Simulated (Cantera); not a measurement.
Input (Python, Cantera) and output of one run.

```python
import numpy as np
import cantera as ct

gas_names = """
    H HO2 H2 H2O H2O2 O OH O2 O3 Pb PbO Pb2
""".split()
cond_names = """
    H2O(s) H2O(L) Pb(cr) Pb(L) PbO(rd) PbO(yw) PbO(L) PbO2(s) Pb3O4(s)
""".split()


# ... load() reads the species with a 1 bar reference pressure and builds the phases ...
atoms = {
    'PbO': {'Pb': 1, 'O': 1},
    'H2': {'H': 2},
}
top_T = {'Pb3O4(s)': 820}  # K; cautious upper limits of use, not melting points


# ... equilibrate(T, P, feed) seeds the gas with the atoms and calls Mixture.equilibrate('TP', solver="vcs", rtol=1e-11, max_steps=5000) ...
results = []
feed = {'PbO': 1, 'H2': 2.9}  # mol
T = 1098.15  # K
for P in [10, 52, 270, 1400, 7200, 37000, 190000, 1000000]:
    mix = equilibrate(T, P, feed)
    results.append((T, P, feed, dict(zip(mix.species_names, mix.species_moles))))
    x = sorted(zip(gas.X, gas.species_names), reverse=True)
    print(f"T = {T:g} K  P = {P:g} Pa  gas = {mix.phase_moles(0):.4g} mol")
    print("   x: " + "  ".join(f"{s} {v:.3e}" for v, s in x if v > 0.0001))
    print("   condensed (mol): " + ("  ".join(f"{mix.phase(i).name} {mix.phase_moles(i):.4g}"
          for i in range(1, mix.n_phases) if mix.phase_moles(i) > 1e-12) or "none"))
```

It prints:

```
T = 1098.15 K  P = 10 Pa  gas = 3.9 mol
   x: H2 4.872e-01  H2O 2.564e-01  Pb 2.564e-01
   condensed (mol): none
T = 1098.15 K  P = 52 Pa  gas = 3.743 mol
   x: H2 5.076e-01  H2O 2.672e-01  Pb 2.252e-01
   condensed (mol): Pb(L) 0.1568
T = 1098.15 K  P = 270 Pa  gas = 3.032 mol
   x: H2 6.268e-01  H2O 3.299e-01  Pb 4.338e-02
   condensed (mol): Pb(L) 0.8685
T = 1098.15 K  P = 1400 Pa  gas = 2.924 mol
   x: H2 6.497e-01  H2O 3.419e-01  Pb 8.366e-03
   condensed (mol): Pb(L) 0.9755
T = 1098.15 K  P = 7200 Pa  gas = 2.905 mol
   x: H2 6.541e-01  H2O 3.443e-01  Pb 1.627e-03
   condensed (mol): Pb(L) 0.9953
T = 1098.15 K  P = 37000 Pa  gas = 2.901 mol
   x: H2 6.550e-01  H2O 3.447e-01  Pb 3.166e-04
   condensed (mol): Pb(L) 0.9991
T = 1098.15 K  P = 190000 Pa  gas = 2.9 mol
   x: H2 6.551e-01  H2O 3.448e-01
   condensed (mol): Pb(L) 0.9998
T = 1098.15 K  P = 1e+06 Pa  gas = 2.9 mol
   x: H2 6.552e-01  H2O 3.448e-01
   condensed (mol): Pb(L) 1
```

Method: chemical equilibrium by Gibbs-energy minimisation in Cantera with the NASA 1993 tables (ideal gas, pure condensed phases).
